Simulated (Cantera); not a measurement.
Input: 1 mol Pb, 2.6 mol N₂, held at 0.525 Torr.

These are equilibrium values from Cantera (NASA tables, ideal gas, pure condensed phases), not measurements of a reactor. Candidate condensed phases: Pb; 4 gas species. Kinetics and transport are ignored.

x: gas mole fraction; n: condensed amount in mol.

```tsv
T (K)	x N₂	x Pb	x Pb₂	n Pb(s)	n Pb(l)
500	1.00	3.16e-12	<1e-12	1.00	0
600	1.00	7.37e-9	<1e-12	1.00	0
700	1.000	1.59e-6	<1e-12	0	1.000
800	1.000	8.78e-5	…	0	1.000
900	0.998	0.00196	…	0	0.995
1000	0.977	0.0231	…	0	0.938
1100	0.827	0.173	…	0	0.456
1200	0.722	0.278	…	0	0
1300	0.722	0.278	…	0	0
1400	0.722	0.278	…	0	0
```

Task: Fill in the missing entries.

Result: 
- 800, x Pb₂: 6.34e-12
- 900, x Pb₂: 1.16e-9
- 1000, x Pb₂: 7.29e-8
- 1100, x Pb₂: 2.11e-6
- 1200, x Pb₂: 3.13e-6
- 1300, x Pb₂: 1.96e-6
- 1400, x Pb₂: 1.31e-6
